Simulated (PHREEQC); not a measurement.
Geothermal or formation water: speciation

Model water analysis in mg/kgw, 50 °C, pH 6.16, pe 1.1:

```
constituent           mg/kgw
------------------  --------
Na                      1780
K                       5.88
Ca                      51.9
Mg                       361
Cl                      3630
S(6) as SO4              188
Alkalinity as HCO3  6.55e-07
Br                      5.32
Mn(2)                    131
Li                     0.334
```

Valence states are taken as typed.

The numbers come from PHREEQC with the ion-association model, phreeqc.dat.

No solid was allowed to form.

Q: What specific conductance, density does the model give?

A: specific conductance 17600 µS/cm; density 0.993 g/cm³.

Q: In which forms is Mg present?

A: Mg+2 95 %, MgSO4 4.8 % of the Mg.

At this temperature some constants are extrapolated from 25 °C, and those without enthalpy data are left unchanged.
